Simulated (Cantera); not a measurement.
Input: 1 mol B, 0.17 mol NH₃, equilibrated at 2223 K and 13300 Pa.

Equilibrium computed with Cantera from the NASA thermochemical tables; the gas is ideal and each condensed phase is pure. Candidate condensed phases: B, BN; 15 gas species. Mutual solubility and eutectic melting of coexisting phases are not modelled. The tables' values for BH₂ are old estimates; treat these amounts as uncertain. Gases not in the tables: B₂H₆ and higher boranes. Kinetics and transport are ignored.

Base state: H₂ 0.964, N₂ 0.0176, H 0.0172, BH₂ 0.00142, B 2.80e-5, BH₃ 2.07e-5, BH 1.10e-5 (mole fractions); condensed: B(s) + BN(s).

Problem. What changes in the equilibrium state with this change: pressure from 13300 Pa to 1330 Pa?

Solution. 
| species | before | after |
|---|---|---|
| H₂ | 0.964 | 0.774 |
| N₂ | 0.0176 | 0.176 |
| H | 0.0172 | 0.0488 |
| BH₂ | 0.00142 | 0.00114 |
| B | 2.80e-5 | 0.000280 |
| BH₃ | 2.07e-5 | 4.72e-6 |
| BH | 1.10e-5 | 3.12e-5 |
| B(s), mol | 0.839 | 0.942 |
| BN(s), mol | 0.161 | 0.0578 |

Problem. What changes in the equilibrium state with this change: temperature from 2223 K to 1298.15 K?

Solution. 
| species | before | after |
|---|---|---|
| H₂ | 0.964 | 1.000 |
| H | 0.0172 | 2.94e-6 |
| BH₂ | 0.00142 | 8.80e-7 |
| N₂ | 0.0176 | <1e-9 |
| B | 2.80e-5 | <1e-9 |
| BH | 1.10e-5 | <1e-9 |
| B(s), mol | 0.839 | 0.830 |
| BN(s), mol | 0.161 | 0.170 |
